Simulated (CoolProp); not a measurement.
Carbonyl sulfide along the isobar 5.32 bar: fugacity coefficient from the reference equation and from simpler models built on Tc = 105.6 °C, pc = 63.69 bar, ω = 0.098; each cubic takes its own stable root.

Values from CoolProp's reference Helmholtz-energy equation of state, Lemmon 2006. It is a short technical equation, of lower accuracy than the large ones.

```json
[
 {"T (°C)": "-128.35", "phase": "liquid", "reference": "0.0005087"},
 {"T (°C)": "-93.95", "phase": "liquid", "reference": "0.01430"},
 {"T (°C)": "-59.45", "phase": "liquid", "reference": "0.1204"},
 {"T (°C)": "-25.05", "phase": "liquid", "reference": "0.5091"},
 {"T (°C)": "9.35", "phase": "gas", "reference": "0.9316"},
 {"T (°C)": "43.75", "phase": "gas", "reference": "0.9520"},
 {"T (°C)": "78.25", "phase": "gas", "reference": "0.9650"},
 {"T (°C)": "112.65", "phase": "gas", "reference": "0.9737"},
 {"T (°C)": "147.05", "phase": "gas", "reference": "0.9799"}
]
```

How far does each simpler model (van der Waals, Redlich-Kwong, Soave-Redlich-Kwong, Peng-Robinson) lie from the reference over these 9 states: mean and median of the absolute difference, and the worst?


- van der Waals: mean 1151.1 %, median 2.1 %, worst +8341.1 % at -128.35 °C and 5.32 bar
- Redlich-Kwong: mean 8.1 %, median 0.4 %, worst -46.7 % at -128.35 °C and 5.32 bar
- Soave-Redlich-Kwong: mean 0.4 %, median 0.1 %, worst -1.8 % at -93.95 °C and 5.32 bar
- Peng-Robinson: mean 3.7 %, median 0.4 %, worst +21.5 % at -128.35 °C and 5.32 bar

At some of these states van der Waals gives the other phase, because its saturation line lies elsewhere.
